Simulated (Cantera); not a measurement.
A perfectly stirred reactor is fed with H2 : O2 : N2 : H2O = 1 : 0.333 : 1.17 : 0.092 (molar parts), at 11300 Torr; it is adiabatic with a 800 K inlet, and is followed from long to short residence time, starting on the burning branch (τ in s: 0.067, 0.03, 0.013, 0.0058, 0.0026, 0.0011, 0.0005, 0.00022, 9.8e-05, 4.3e-05, 1.9e-05).

Computed with Cantera and the H2/O2 subset of GRI-Mech 3.0, which has no nitrogen chemistry. The hydrogen kinetics of GRI-Mech 3.0 are dated; newer H2 mechanisms differ, most at raised pressure. The pressure lies above the range GRI-Mech 3.0 was tuned for (to about 10 atm).

x: mole fraction; the columns are a selection and need not sum to one.

```json
[
 {"τ (s)": "0.067", "T (K)": "2610", "x H2": "0.146", "x O2": "3.58e-5", "x H2O": "0.332", "x OH": "0.00212", "x H": "0.00400", "x HO2": "9.90e-8", "x O": "3.73e-5"},
 {"τ (s)": "0.030", "T (K)": "2610", "x H2": "0.146", "x O2": "3.77e-5", "x H2O": "0.332", "x OH": "0.00212", "x H": "0.00401", "x HO2": "1.01e-7", "x O": "3.75e-5"},
 {"τ (s)": "0.013", "T (K)": "2610", "x H2": "0.146", "x O2": "4.21e-5", "x H2O": "0.332", "x OH": "0.00214", "x H": "0.00404", "x HO2": "1.06e-7", "x O": "3.81e-5"},
 {"τ (s)": "0.0058", "T (K)": "2609", "x H2": "0.146", "x O2": "___", "x H2O": "0.332", "x OH": "0.00217", "x H": "0.00411", "x HO2": "___", "x O": "3.94e-5"},
 {"τ (s)": "0.0026", "T (K)": "2608", "x H2": "0.146", "x O2": "7.19e-5", "x H2O": "0.332", "x OH": "0.00224", "x H": "0.00425", "x HO2": "1.42e-7", "x O": "4.23e-5"},
 {"τ (s)": "0.0011", "T (K)": "2604", "x H2": "0.146", "x O2": "0.000118", "x H2O": "0.331", "x OH": "0.00241", "x H": "0.00459", "x HO2": "2.05e-7", "x O": "4.94e-5"},
 {"τ (s)": "0.00050", "T (K)": "2597", "x H2": "0.146", "x O2": "___", "x H2O": "0.330", "x OH": "___", "x H": "___", "x HO2": "___", "x O": "___"},
 {"τ (s)": "0.00022", "T (K)": "2585", "x H2": "0.146", "x O2": "0.000358", "x H2O": "0.329", "x OH": "0.00328", "x H": "0.00640", "x HO2": "6.75e-7", "x O": "9.56e-5"},
 {"τ (s)": "9.8e-5", "T (K)": "2564", "x H2": "0.146", "x O2": "0.000625", "x H2O": "0.327", "x OH": "0.00417", "x H": "0.00835", "x HO2": "1.46e-6", "x O": "0.000161"},
 {"τ (s)": "4.3e-5", "T (K)": "2532", "x H2": "0.146", "x O2": "0.00109", "x H2O": "0.324", "x OH": "0.00545", "x H": "0.0114", "x HO2": "3.29e-6", "x O": "0.000292"},
 {"τ (s)": "1.9e-5", "T (K)": "2485", "x H2": "0.146", "x O2": "0.00188", "x H2O": "0.319", "x OH": "0.00705", "x H": "0.0157", "x HO2": "7.17e-6", "x O": "0.000532"}
]
```

Question: Fill in the missing entries.

Answer: 
- 0.0058, x O2: 5.16e-5
- 0.0058, x HO2: 1.17e-7
- 0.00050, x O2: 0.000201
- 0.00050, x OH: 0.00272
- 0.00050, x H: 0.00522
- 0.00050, x HO2: 3.41e-7
- 0.00050, x O: 6.37e-5
